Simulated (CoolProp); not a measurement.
Toluene along the isotherm 620 K: density (kg/m³) from the reference equation and from simpler models built on Tc = 591.7 K, pc = 4.126 MPa, ω = 0.266; each cubic takes its own stable root.

The numbers come from the reference Helmholtz-energy equation of state, Lemmon 2006 in CoolProp. It is a short technical equation, of lower accuracy than the large ones.

```
p (MPa)          phase  reference  Redlich-Kwong  Soave-Redlich-Kwong
-------  -------------  ---------  -------------  -------------------
0.0326             gas     0.5841         0.5841               0.5840
0.0492             gas     0.8827         0.8825               0.8825
0.0742             gas      1.334          1.333                1.333
0.112              gas      2.019          2.018                2.018
0.169              gas      3.060          3.058                3.057
0.255              gas      4.649          4.644                4.642
0.385              gas      7.093          7.081                7.076
0.58               gas      10.86          10.83                10.82
0.875              gas      16.80          16.74                16.71
1.32               gas      26.41          26.25                26.17
1.99               gas      42.69          42.26                42.03
3                  gas      73.22          72.08                71.21
4.53     supercritical      150.7          150.0                142.5
6.84     supercritical      413.6          350.0                331.9
10.3     supercritical      493.3          427.8                417.6
```
